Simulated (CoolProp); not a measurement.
Vapour-liquid equilibrium of R22 (1) + C3F8 (R218) (2) at 12.95 °C; x and y are mole fractions of (1).

Values from CoolProp's multi-fluid Helmholtz-energy mixture model, Kamei 1995 and Lemmon 2006; pair parameters Bell 2016.

| x | bubble pressure, mixture model (MPa) | bubble pressure, Raoult's law (MPa) | y, mixture model | y, Raoult's law |
|---|---|---|---|---|
| 0.05 | 0.6689 | 0.6245 | 0.106 | 0.060 |
| 0.125 | 0.7349 | 0.6338 | 0.230 | 0.147 |
| 0.2 | 0.7885 | 0.6432 | 0.324 | 0.231 |
| 0.275 | 0.8304 | 0.6526 | 0.398 | 0.313 |
| 0.35 | 0.8617 | 0.6620 | 0.459 | 0.393 |
| 0.425 | 0.8837 | 0.6714 | 0.509 | 0.471 |
| 0.5 | 0.8977 | 0.6808 | 0.554 | 0.546 |
| 0.575 | 0.9047 | 0.6902 | 0.595 | 0.619 |
| 0.65 | 0.9051 | 0.6996 | 0.635 | 0.691 |
| 0.725 | 0.8983 | 0.7090 | 0.678 | 0.760 |
| 0.8 | 0.8820 | 0.7184 | 0.730 | 0.828 |
| 0.875 | 0.8516 | 0.7278 | 0.798 | 0.894 |
| 0.95 | 0.7984 | 0.7372 | 0.898 | 0.958 |

The largest gap from Raoult's law is +31.9 % in bubble pressure, at x = 0.5. y crosses x between x = 0.575 and 0.65: the model has an azeotrope there.

Pair parameters are fitted to limited data, so mixtures are less certain than the pure fluids.
